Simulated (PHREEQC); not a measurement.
A solution holds 20 mmol/kgw HF, 0.13 mmol/kgw NH4F, 0.2 mmol/kgw (NH4)2SiF6 and 14 mmol/kgw H3PO4, at 91 °C. Closed to the air; pH follows from the charge balance.

Equilibrium calculation in PHREEQC: ion-association model, phreeqc.dat.

Problem. The ionic strength comes out as 0.00680 mol/kgw. What activity coefficients do H+, SiF6-2, H2PO4-, HF2-, NH4+ get?

Solution. H+ 0.91, SiF6-2 0.68, H2PO4- 0.91, HF2- 0.91, NH4+ 0.90.

Precipitation was switched off in this run. Species that the database lacks are ignored. Away from 25 °C the constants follow the database's enthalpies or fits; those with neither stay at their 25 °C values. SiF6-2 is the database's only silicon fluoride.
